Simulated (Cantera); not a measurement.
## Pyrogenic steam for wet oxidation

An isothermal, constant-pressure homogeneous reactor starts with H2 : O2 : N2 = 0.32 : 1 : 0.5 (molar parts), equivalence ratio 0.16, at 1075 K and 0.760 atm.

Detailed kinetics in Cantera: the H2/O2 subset of GRI-Mech 3.0, which has no nitrogen chemistry. The temperature is held fixed by assumption; the heat of reaction is taken as removed at once.

```
t (s)         x H2   x O2  x H2O     x OH       x H
--------  --------  -----  -----  -------  --------
0.000100    0.0290  0.511  0.160  0.00121  0.000711
0.000282    0.0127  0.509  0.179  8.71e-5   1.89e-5
0.000793   0.00943  0.508  0.182  2.12e-5   3.41e-6
0.00223    0.00628  0.507  0.186  1.58e-5   1.69e-6
0.00629    0.00280  0.507  0.190  1.06e-5   5.04e-7
0.0177    0.000764  0.506  0.192  5.57e-6   7.06e-8
0.0499    0.000159  0.506  0.193  2.17e-6   5.61e-9
0.140      3.21e-5  0.506  0.193  8.18e-7  4.38e-10
0.395      4.45e-6  0.506  0.193  4.43e-7  3.50e-11
1.11       4.64e-8  0.506  0.193  5.36e-7    <1e-12
3.13      2.20e-10  0.506  0.193  8.07e-7    <1e-12
8.83      2.18e-10  0.506  0.193  8.33e-7    <1e-12
24.9      2.18e-10  0.506  0.193  8.33e-7    <1e-12
70.0      2.18e-10  0.506  0.193  8.33e-7    <1e-12
```
x: mole fraction; the columns are a selection and need not sum to one.

Equilibrium at this temperature and pressure: H2 2.18e-10, O2 0.506, H2O 0.193, OH 8.33e-7, H <1e-12 (gas phase only).
